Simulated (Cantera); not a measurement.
# Equilibrium for silicon epitaxy and polysilicon growth: SiH₂Cl₂ + HCl + N₂

Charge: 1 mol SiH₂Cl₂, 2.8 mol HCl, 130 mol N₂, equilibrated at 0.133 bar.

Equilibrium computed with Cantera from the NASA thermochemical tables; the gas is ideal and each condensed phase is pure. Candidate condensed phases: NH₄Cl, Si, Si₃N₄; 28 gas species. N₂ is the only nitrogen source here; it is nearly inert below about 1500 K, so the nitride shown seldom forms there in practice. The tables' values for SiCl₃ are old estimates; treat these amounts as uncertain. The numbers say what is thermodynamically allowed, not how fast it happens.

```tsv
T (°C)	x N₂	x HCl	x H₂	x SiCl₂	x SiCl₄	n Si₃N₄(s)
575	0.967	0.0239	0.00597	1.33e-10	0.00299	0.200
650	0.967	0.0248	0.00550	3.34e-9	0.00275	0.210
725	0.967	0.0255	0.00513	5.12e-8	0.00256	0.219
800	0.967	0.0262	0.00483	5.32e-7	0.00240	0.225
875	0.966	0.0266	0.00458	4.03e-6	0.00226	0.230
950	0.966	0.0270	0.00439	2.36e-5	0.00212	0.234
1025	0.966	0.0272	0.00428	0.000110	0.00193	0.233
1100	0.966	0.0272	0.00428	0.000412	0.00164	0.224
1175	0.966	0.0267	0.00453	0.00123	0.00117	0.197
1250	0.965	0.0253	0.00521	0.00278	0.000630	0.146
1325	0.965	0.0229	0.00639	0.00483	0.000248	0.0739
1400	0.965	0.0200	0.00778	0.00681	8.31e-5	0
1475	0.965	0.0202	0.00767	0.00700	3.62e-5	0
```
x: gas mole fraction; n: condensed amount in mol.

From 575 °C to 1325 °C the condensed part is Si₃N₄(s). From 1400 °C to 1475 °C nothing is condensed. The main Si-bearing gas is SiCl₄ at 575 °C and SiCl₂ at 1475 °C.
